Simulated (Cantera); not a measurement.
An isothermal, constant-pressure homogeneous reactor starts with H2 : O2 : N2 = 1.5 : 1 : 0.52 (molar parts), equivalence ratio 0.75, at 800 K and 0.276 atm. Integrator tolerance rtol = 1e-08.

Model: the H2/O2 subset of GRI-Mech 3.0, which has no nitrogen chemistry, integrated in Cantera. Below about 950 K walls govern HO2 and H2O2 in real vessels. The temperature is held fixed by assumption; the heat of reaction is taken as removed at once.

Problem. What does this change do: temperature 800 to 825 K?

Solution. 
```json
[
 {"quantity": "x(H2) at 80.0 s", "before": "0.428 (gas-phase equilibrium <1e-12)", "after": "0.261 (gas-phase equilibrium <1e-12)"},
 {"quantity": "x(O2) at 80.0 s", "before": "0.300 (gas-phase equilibrium 0.110)", "after": "0.226 (gas-phase equilibrium 0.110)"},
 {"quantity": "x(O) at 80.0 s", "before": "1.29e-9 (gas-phase equilibrium <1e-12)", "after": "2.90e-9 (gas-phase equilibrium <1e-12)"},
 {"quantity": "x(H2O2) at 80.0 s", "before": "0.00178 (gas-phase equilibrium 1.35e-11)", "after": "0.00138 (gas-phase equilibrium 2.18e-11)"},
 {"quantity": "x(HO2) at 80.0 s", "before": "1.38e-5 (gas-phase equilibrium 1.97e-11)", "after": "2.10e-5 (gas-phase equilibrium 3.61e-11)"},
 {"quantity": "x(OH) at 80.0 s", "before": "1.09e-9 (gas-phase equilibrium 2.63e-9)", "after": "3.84e-9 (gas-phase equilibrium 5.51e-9)"}
]
```

Problem. What does this change do: O2 1 to 0.17 parts?

Solution. 
| quantity | before | after |
|---|---|---|
| x(H2) at 80.0 s | 0.428 (gas-phase equilibrium <1e-12) | 0.658 (gas-phase equilibrium 0.574) |
| x(O2) at 80.0 s | 0.300 (gas-phase equilibrium 0.110) | 0.0581 (gas-phase equilibrium <1e-12) |
| x(O) at 80.0 s | 1.29e-9 (gas-phase equilibrium <1e-12) | 3.67e-10 (gas-phase equilibrium <1e-12) |
| x(H2O2) at 80.0 s | 0.00178 (gas-phase equilibrium 1.35e-11) | 0.000440 (gas-phase equilibrium <1e-12) |
| x(HO2) at 80.0 s | 1.38e-5 (gas-phase equilibrium 1.97e-11) | 6.98e-6 (gas-phase equilibrium <1e-12) |
| x(OH) at 80.0 s | 1.09e-9 (gas-phase equilibrium 2.63e-9) | 2.69e-10 (gas-phase equilibrium <1e-12) |
